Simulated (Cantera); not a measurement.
# Abatement and gas-phase synthesis: CS₂ + O₂ + H₂

Charge: 1 mol CS₂, 0.12 mol O₂, 10 mol H₂, at 7.40 mbar.

Equilibrium computed with Cantera from the NASA thermochemical tables; the gas is ideal and each condensed phase is pure. Candidate condensed phases: C, C₆H₆, C₇H₈, C₈H₁₈, H₂O, H₂SO₄, S; 123 gas species. Gases not in the tables: S₃ to S₇. Equilibrium is a limit: real reactors are often held back by kinetics, nucleation or transport.

| T (°C) | x H₂ | x H₂S | x CS₂ | x CO | x S₂ | x CS | x SH | n C(graphite) |
|---|---|---|---|---|---|---|---|---|
| 777 | 0.791 | 0.177 | 0.00748 | 0.0231 | 0.00102 | 3.77e-7 | 3.57e-5 | 0.680 |
| 852 | 0.807 | 0.148 | 0.0186 | 0.0228 | 0.00274 | 3.19e-6 | 0.000104 | 0.564 |
| 927 | 0.827 | 0.113 | 0.0322 | 0.0225 | 0.00508 | 1.82e-5 | 0.000237 | 0.416 |
| 1002 | 0.844 | 0.0816 | 0.0441 | 0.0222 | 0.00737 | 7.73e-5 | 0.000446 | 0.282 |
| 1077 | 0.857 | 0.0579 | 0.0528 | 0.0219 | 0.00928 | 0.000266 | 0.000746 | 0.180 |
| 1152 | 0.866 | 0.0412 | 0.0584 | 0.0217 | 0.0108 | 0.000778 | 0.00114 | 0.107 |
| 1227 | 0.871 | 0.0297 | 0.0616 | 0.0216 | 0.0119 | 0.00200 | 0.00165 | 0.0540 |
| 1302 | 0.874 | 0.0217 | 0.0628 | 0.0215 | 0.0126 | 0.00463 | 0.00225 | 0.00775 |
| 1377 | 0.874 | 0.0174 | 0.0593 | 0.0214 | 0.0153 | 0.00856 | 0.00322 | 0 |
| 1452 | 0.871 | 0.0144 | 0.0534 | 0.0213 | 0.0187 | 0.0141 | 0.00449 | 0 |
x: gas mole fraction; n: condensed amount in mol.

From 777 °C to 1302 °C the condensed part is C(graphite). From 1377 °C to 1452 °C nothing is condensed. The main C-bearing gas is CO at 777 °C and CS₂ at 1452 °C.
